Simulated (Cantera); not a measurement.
Input: 1 mol n-butane, 1.2 mol H2O, 0.097 mol CO2, equilibrated at 750 Torr.

Cantera equilibrium calculation (NASA polynomials, part measured and part estimated; ideal gas, pure solids and liquids). Candidate condensed phases: C, C6H6, C7H8, C8H18, H2O; 110 gas species. The numbers say what is thermodynamically allowed, not how fast it happens. All values below are at 2650 °C.

Base state: H2 0.687, CO 0.174, H 0.103, C2H2 (acetylene) 0.0340, C2H 0.000779, C4H2 0.000701, C3 0.000134, CH3 9.68e-5 (mole fractions); condensed: C(graphite).

Question: What changes in the equilibrium state with this change: H2O from 1.2 to 5.1 mol?

Answer: 
```
species              before    after
-----------------  --------  -------
H2                    0.687    0.557
CO                    0.174    0.270
H                     0.103   0.0925
H2O                 1.20e-6   0.0713
C2H2 (acetylene)     0.0340    <1e-9
C2H                0.000779    <1e-9
C4H2               0.000701    <1e-9
C3                 0.000134    <1e-9
CO2                 4.20e-8  0.00477
C2H2 (vinylidene)   8.93e-5    <1e-9
C(graphite), mol       2.12        0
```
